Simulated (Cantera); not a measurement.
What does this Cantera script print?

```python
import numpy as np
import cantera as ct

gas = ct.Solution("gri30.yaml")
gas.TPX = 425, 440000, {'CH4': 1, 'C2H6': 0.4, 'C3H8': 1.1, 'O2': 7.05, 'N2': 26.5}
flame = ct.FreeFlame(gas, width=0.014)
flame.set_refine_criteria(ratio=3, slope=0.08, curve=0.16)
flame.transport_model = "mixture-averaged"
flame.solve(loglevel=0, auto=True)
z, T = flame.grid, flame.T
thick = (T[-1] - T[0]) / np.gradient(T, z).max()
show = ['CH4', 'C2H6', 'C3H8', 'NO', 'N2O', 'HCN']
print(f"laminar burning velocity  {flame.velocity[0] * 100:.3f} cm/s")
print(f"burnt temperature         {T[-1]:.1f} K")
print(f"thermal thickness         {thick * 1e3:.4f} mm")
print(f"grid points               {len(z)}")
z0 = z[flame.heat_release_rate.argmax()]
print(f"{'z/mm':>9s}{'T/K':>9s}{'u/(m/s)':>9s}" + "".join(f"{s:>11s}" for s in show))
rows = []
for k in (-3, -2, -1.5, -1, -0.5, -0.25, 0, 0.25, 0.5, 1, 2, 4, 8):
    zz = z0 + k * thick
    rows.append([k * thick, np.interp(zz, z, T), np.interp(zz, z, flame.velocity),
                 *(np.interp(zz, z, flame.X[gas.species_index(s)]) for s in show)])
    print(f"{rows[-1][0] * 1e3:9.3f}{rows[-1][1]:9.1f}{rows[-1][2]:9.3f}" + "".join(f"{x:11.3e}" for x in rows[-1][3:]))
```

Output:

```
laminar burning velocity  43.679 cm/s
burnt temperature         2222.0 K
thermal thickness         0.1119 mm
grid points               151
     z/mm      T/K  u/(m/s)        CH4       C2H6       C3H8         NO        N2O        HCN
   -0.336    425.3    0.438  2.768e-02  1.108e-02  3.046e-02  4.511e-10  1.427e-12  3.406e-10
   -0.224    429.5    0.444  2.750e-02  1.103e-02  3.036e-02  7.909e-09  3.959e-11  9.137e-09
   -0.168    443.5    0.460  2.718e-02  1.096e-02  3.022e-02  3.668e-08  2.157e-10  4.885e-08
   -0.112    547.5    0.575  2.558e-02  1.055e-02  2.939e-02  4.226e-07  2.612e-09  5.601e-07
   -0.056   1030.2    1.119  1.933e-02  7.564e-03  1.996e-02  6.720e-06  2.477e-08  4.801e-06
   -0.028   1454.8    1.623  1.344e-02  3.695e-03  6.510e-03  1.623e-05  5.504e-08  1.038e-05
    0.000   1845.6    2.094  5.313e-03  3.022e-04  1.230e-04  3.029e-05  8.938e-08  1.932e-05
    0.028   2035.5    2.311  8.753e-04  3.068e-06  4.092e-08  5.166e-05  9.465e-08  2.515e-05
    0.056   2097.1    2.373  1.016e-04  3.479e-08  3.821e-12  7.100e-05  8.404e-08  1.987e-05
    0.112   2137.7    2.408  1.961e-06  1.604e-11  2.203e-17  8.887e-05  6.297e-08  8.504e-06
    0.224   2171.3    2.440  7.700e-09  5.198e-16  2.546e-23  9.789e-05  4.386e-08  2.179e-06
    0.448   2197.3    2.467  2.344e-11  5.682e-19  1.617e-28  1.014e-04  2.868e-08  4.388e-07
    0.895   2212.7    2.482  1.448e-12  2.113e-21  3.644e-32  1.027e-04  1.797e-08  9.514e-08
```

Cantera simulation using GRI-Mech 3.0 (53 species, 325 reactions); the numbers are that mechanism's predictions, not measurements. GRI-Mech 3.0 was tuned for natural gas; its chemistry of propane as a main component is partial and can be far from experiment. Burning velocities carry a grid error of a few per cent, more on coarse grids.
